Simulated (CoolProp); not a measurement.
The fluid at 293.15 K and 1.49 MPa is throttled through a valve to 1.01 MPa with no heat exchange. The same conditions are run with several fluids, on thermodynamics alone (safety and materials aside).

Computed with CoolProp (reference Helmholtz-energy equation of state of each fluid (hydrogen chloride: Thol 2018; CH3F (R41): Lemmon 2006; carbon dioxide: Span 1996; CF4 (R14): Platzer 1990; fluorine: de Reuck 1990)). The equations of Platzer and Polt are older, rougher fits.

| fluid | temperature change (K) | final density (kg/m³) |
|---|---|---|
| hydrogen chloride | … | … |
| CH3F (R41) | … | … |
| carbon dioxide | -5.7 | … |
| CF4 (R14) | … | 38.4 |
| fluorine | … | 15.9 |

### Question
Fill in the missing entries.

### Answer

- hydrogen chloride, temperature change (K): -7.9
- hydrogen chloride, final density (kg/m³): 16.7
- CH3F (R41), temperature change (K): -9.1
- CH3F (R41), final density (kg/m³): 16.3
- carbon dioxide, final density (kg/m³): 19.8
- CF4 (R14), temperature change (K): -2.8
- fluorine, temperature change (K): -0.9
